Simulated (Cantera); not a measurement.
An adiabatic, constant-volume homogeneous reactor starts with H₂ : O₂ : N₂ = 1 : 0.556 : 2.09 (molar parts), equivalence ratio 0.90, at 1275 K and 110000 Pa.

Model: the H2/O2 subset of GRI-Mech 3.0, which has no nitrogen chemistry, integrated in Cantera.

Predict: time of steepest temperature rise; temperature at 0.800 s; equilibrium temperature; x(H₂) at 0.800 s; x(O₂) at 0.800 s; x(H₂O) at 0.800 s; x(H₂O₂) at 0.800 s; x(OH) at 0.800 s; x(H) at 0.800 s; x(O) at 0.800 s.

time of steepest temperature rise: 27.9 µs
temperature at 0.800 s: 2939 K
equilibrium temperature: 2939 K
x(H₂) at 0.800 s: 0.0364 (gas-phase equilibrium 0.0364)
x(O₂) at 0.800 s: 0.0258 (gas-phase equilibrium 0.0258)
x(H₂O) at 0.800 s: 0.242 (gas-phase equilibrium 0.242)
x(H₂O₂) at 0.800 s: 9.26e-7 (gas-phase equilibrium 9.26e-7)
x(OH) at 0.800 s: 0.0347 (gas-phase equilibrium 0.0347)
x(H) at 0.800 s: 0.0165 (gas-phase equilibrium 0.0165)
x(O) at 0.800 s: 0.00975 (gas-phase equilibrium 0.00975)
